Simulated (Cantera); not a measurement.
A Cantera script and what it prints.

```python
import numpy as np
import cantera as ct

gas_names = """
    B BH BH2 BH3 BO BO2 B2 B2O B2O2 B2O3 B3O3H3 H HBO HBO2 HO2 H2 H2O H2O2 H3B3O6 O OH O2 O3
""".split()
cond_names = """
    B(b) B(L) B2O3(L) B3O3H3(cr) H2O(s) H2O(L)
""".split()


# ... load() reads the species with a 1 bar reference pressure and builds the phases ...
atoms = {
    'B2O3': {'B': 2, 'O': 3},
    'H2O': {'H': 2, 'O': 1},
    'H2': {'H': 2},
}
top_T = {}  # K; cautious upper limits of use, not melting points


# ... equilibrate(T, P, feed) seeds the gas with the atoms and calls Mixture.equilibrate('TP', solver="vcs", rtol=1e-11, max_steps=5000) ...
results = []
feed = {'B2O3': 1, 'H2O': 0.18, 'H2': 140}  # mol
T = 1500  # K
P = 38  # Pa
mix = equilibrate(T, P, feed)
results.append((T, P, feed, dict(zip(mix.species_names, mix.species_moles))))
print(gas.report(threshold=0.0001))
for i in range(1, mix.n_phases):
    print(f"{mix.phase(i).name:16s} {mix.phase_moles(i):12.5e} mol")
```

It prints:

```
       temperature   1500 K
          pressure   38 Pa
           density   7.6598e-06 kg/m^3
  mean mol. weight   2.514 kg/kmol
   phase of matter   gas

                          1 kg             1 kmol
                     ---------------   ---------------
          enthalpy        1.2377e+07        3.1115e+07  J
   internal energy        7.4158e+06        1.8643e+07  J
           entropy             98238        2.4697e+05  J/K
    Gibbs function       -1.3498e+08       -3.3934e+08  J
 heat capacity c_p             13060             32832  J/K
 heat capacity c_v            9752.5             24517  J/K

                      mass frac. Y      mole frac. X     chem. pot. / RT
                     ---------------   ---------------   ---------------
                BO         0.0011062        0.00010373           -44.557
              B2O2         0.0030844        0.00014462           -89.114
              B2O3          0.048739           0.00176            -123.4
                 H        0.00035955        0.00089672           -13.246
               HBO          0.048407         0.0043748           -57.803
              HBO2           0.10233         0.0058712           -92.092
                H2           0.79079           0.98613           -26.492
               H2O         0.0051773        0.00072249           -60.781
     [  +15 minor]        3.4176e-06        2.1339e-07

B(b)              0.00000e+00 mol
B2O3(L)           0.00000e+00 mol
B3O3H3(cr)        0.00000e+00 mol
```

Method: chemical equilibrium by Gibbs-energy minimisation in Cantera with the NASA 1993 tables (ideal gas, pure condensed phases).
